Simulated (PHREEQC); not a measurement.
1 kg of water holding 0.58 mol K2CO3, 0.098 mol KHCO3 and 0.0044 mol K2SO4 is evaporated at 25 °C; the solids stay in contact with the brine. No CO2 enters from the air. Solids allowed: Arcanite, Kalicinite, Misenite. Others were left out.

Base run: PHREEQC, Pitzer model, pitzer.dat. Each further column changes one thing. The table gives water activity.

```csv
H2O removed (mol),base,temperature from 25 to 5 °C
0,0.972,…
9.886,0.966,0.967
18.01,0.959,…
24.69,0.949,…
30.18,0.937,0.941
38.4,0.901,…
41.44,0.875,0.887
43.95,0.840,…
46.01,0.794,…
47.7,0.736,0.772
49.09,0.663,…
```

Problem. Fill in the missing entries.

Solution. 
- 0, temperature from 25 to 5 °C: 0.973
- 18.01, temperature from 25 to 5 °C: 0.960
- 24.69, temperature from 25 to 5 °C: 0.952
- 38.4, temperature from 25 to 5 °C: 0.910
- 43.95, temperature from 25 to 5 °C: 0.858
- 46.01, temperature from 25 to 5 °C: 0.820
- 49.09, temperature from 25 to 5 °C: 0.713

 Away from 25 °C the constants follow the database's enthalpies or fits; those with neither stay at their 25 °C values.
